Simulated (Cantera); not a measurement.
# Gas-phase reforming

A perfectly stirred reactor is fed with 23.8 % CH4, 76.2 % H2O, at 593 Torr; it is held at 1923 K, and followed from long to short residence time.

Cantera simulation using GRI-Mech 3.0 (53 species, 325 reactions); the numbers are that mechanism's predictions, not measurements.

```tsv
τ (s)	x CH4	x H2O	x HO2	x H2O2	x H2
16	0.000276	0.334	1.41e-11	4.83e-11	0.504
2.8	0.00137	0.336	1.42e-11	4.87e-11	0.502
0.49	0.00510	0.347	1.53e-11	5.32e-11	0.491
0.084	0.0139	0.391	2.05e-11	7.31e-11	0.451
0.015	0.0297	0.486	3.56e-11	1.32e-10	0.366
0.0025	0.0605	0.599	6.02e-11	2.34e-10	0.255
0.00043	0.119	0.680	7.29e-11	3.16e-10	0.147
```
x: mole fraction; the columns are a selection and need not sum to one.
